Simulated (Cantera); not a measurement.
A perfectly stirred reactor is fed with NO : N₂ = 1 : 0.39 (molar parts), at 0.980 bar; it is held at 2023 K, and followed from long to short residence time.

Cantera simulation using GRI-Mech 3.0 (53 species, 325 reactions); the numbers are that mechanism's predictions, not measurements.

Problem. Predict: x(NO) at τ = 0.770 s; x(O₂) at τ = 0.770 s; x(NO₂) at τ = 0.770 s; x(N₂) at τ = 0.770 s; x(O) at τ = 0.770 s; x(NO) at τ = 50.0 ms; x(O₂) at τ = 50.0 ms; x(NO₂) at τ = 50.0 ms; x(N₂) at τ = 50.0 ms; x(O) at τ = 50.0 ms.

Solution. 
```json
{
 "x(NO) at τ = 0.770 s": "0.294",
 "x(O₂) at τ = 0.770 s": "0.212",
 "x(NO₂) at τ = 0.770 s": "0.000488",
 "x(N₂) at τ = 0.770 s": "0.493",
 "x(O) at τ = 0.770 s": "0.000379",
 "x(NO) at τ = 50.0 ms": "0.646",
 "x(O₂) at τ = 50.0 ms": "0.0363",
 "x(NO₂) at τ = 50.0 ms": "0.000490",
 "x(N₂) at τ = 50.0 ms": "0.317",
 "x(O) at τ = 50.0 ms": "0.000182"
}
```
